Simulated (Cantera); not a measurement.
An isothermal, constant-pressure homogeneous reactor starts with H2 : O2 : N2 = 0.81 : 1 : 7.5 (molar parts), equivalence ratio 0.41, at 1350 K and 188 Torr.

Cantera simulation using GRI-Mech 3.0 (53 species, 325 reactions); the numbers are that mechanism's predictions, not measurements. The temperature is held fixed by assumption; the heat of reaction is taken as removed at once.

x: mole fraction; the columns are a selection and need not sum to one.

```csv
t (s),x H2,x O2,x H2O,x NO2,x H2O2,x NO
2.00e-5,0.0870,0.107,6.52e-8,<1e-12,1.63e-10,<1e-12
7.10e-5,0.0870,0.107,1.75e-5,<1e-12,2.70e-9,<1e-12
0.000252,0.00794,0.0670,0.0627,2.04e-10,7.21e-7,3.44e-6
0.000894,(withheld),0.0662,(withheld),(withheld),(withheld),1.19e-5
0.00317,0.000389,0.0665,0.0899,8.28e-9,3.54e-7,1.29e-5
0.0113,2.75e-5,0.0667,0.0908,3.23e-8,7.16e-8,1.29e-5
0.0400,3.46e-6,0.0668,0.0909,3.48e-8,1.51e-8,1.29e-5
0.142,6.92e-7,0.0668,0.0909,2.53e-8,3.81e-9,1.29e-5
0.504,2.11e-7,0.0668,0.0909,2.74e-8,1.31e-9,1.29e-5
1.79,1.46e-7,0.0668,0.0910,3.22e-8,9.38e-10,1.29e-5
6.35,1.45e-7,0.0668,0.0910,3.23e-8,9.32e-10,1.29e-5
22.5,1.45e-7,0.0668,0.0910,3.23e-8,9.32e-10,1.29e-5
80.0,1.45e-7,0.0668,0.0910,3.23e-8,9.32e-10,1.29e-5
```

### Question
Some entries are withheld; supply them.

### Answer

- 0.000894, x H2: 0.00349
- 0.000894, x H2O: 0.0817
- 0.000894, x NO2: 1.32e-9
- 0.000894, x H2O2: 7.98e-7
